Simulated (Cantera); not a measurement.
Input (Python, Cantera) and output of one run.

```python
import numpy as np
import cantera as ct

gas_names = """
    CL CL2 H HCL H2 Si SiCL SiCL2 SiCL3 SiCL4 SiH SiHCL3 SiH2 SiH2CL2 SiH3 SiH3CL SiH4 Si2 Si3
""".split()
cond_names = """
    Si(cr) Si(L)
""".split()


# ... load() reads the species with a 1 bar reference pressure and builds the phases ...
atoms = {
    'SiHCl3': {'Si': 1, 'H': 1, 'CL': 3},
    'HCl': {'H': 1, 'CL': 1},
    'H2': {'H': 2},
}
top_T = {}  # K; cautious upper limits of use, not melting points


# ... equilibrate(T, P, feed) seeds the gas with the atoms and calls Mixture.equilibrate('TP', solver="vcs", rtol=1e-11, max_steps=5000) ...
results = []
feed = {'SiHCl3': 1, 'HCl': 0.18, 'H2': 20}  # mol
P = 36000  # Pa
for T in [1498, 1523, 1548, 1573, 1598, 1623, 1648, 1673, 1698, 1723, 1748, 1773]:
    mix = equilibrate(T, P, feed)
    results.append((T, P, feed, dict(zip(mix.species_names, mix.species_moles))))

top = {s: max(r[3][s] / sum(r[3][g] for g in gas_names) for r in results) for s in gas_names}
cols = sorted((s for s in top if top[s] > 1e-06), key=lambda s: -top[s])[:9]
seen = [c for c in cond_names if any(r[3].get(c, 0) > 1e-12 for r in results)]
print("log10 of partial pressures in bar; condensed amounts in mol")
print(f"{'T/K':>10s}" + "".join(f"{s[:9]:>10s}" for s in cols + seen))
for T, P, feed, n in results:
    ng = sum(n[g] for g in gas_names)
    print(f"{T:10.4g}" + "".join(f"{np.log10(max(n[s] / ng * P / 1e5, 1e-99)):10.3f}" for s in cols)
          + "".join(f"{n.get(c, 0):10.4g}" for c in seen))
```

Output:

```
log10 of partial pressures in bar; condensed amounts in mol
       T/K        H2       HCL     SiCL2     SiCL3    SiHCL3     SiCL4         H   SiH2CL2        CL    Si(cr)     Si(L)
      1498    -0.494    -1.541    -2.083    -2.976    -3.304    -3.364    -5.012    -4.043    -6.153    0.3657         0
      1523    -0.494    -1.536    -2.064    -3.020    -3.409    -3.501    -4.883    -4.110    -6.021    0.3634         0
      1548    -0.495    -1.533    -2.049    -3.067    -3.514    -3.639    -4.759    -4.177    -5.895    0.3607         0
      1573    -0.495    -1.530    -2.036    -3.116    -3.619    -3.777    -4.638    -4.244    -5.773    0.3578         0
      1598    -0.495    -1.528    -2.025    -3.166    -3.723    -3.913    -4.521    -4.310    -5.656    0.3548         0
      1623    -0.495    -1.527    -2.016    -3.216    -3.826    -4.048    -4.408    -4.376    -5.544    0.3517         0
      1648    -0.495    -1.527    -2.008    -3.266    -3.926    -4.181    -4.298    -4.440    -5.435    0.3485         0
      1673    -0.495    -1.527    -2.001    -3.316    -4.025    -4.311    -4.191    -4.503    -5.330    0.3453         0
      1698    -0.496    -1.525    -1.999    -3.366    -4.123    -4.437    -4.088    -4.568    -5.226         0    0.3465
      1723    -0.496    -1.519    -2.003    -3.417    -4.221    -4.557    -3.987    -4.638    -5.121         0    0.3569
      1748    -0.496    -1.513    -2.008    -3.467    -4.316    -4.675    -3.889    -4.707    -5.019         0     0.367
      1773    -0.497    -1.508    -2.012    -3.517    -4.409    -4.791    -3.794    -4.774    -4.920         0    0.3768
```

Cantera equilibrium calculation (NASA polynomials, part measured and part estimated; ideal gas, pure solids and liquids). The tables' values for SiCl3, SiCl are old estimates; treat these amounts as uncertain. Gases not in the tables: Si2H6 and higher silanes.
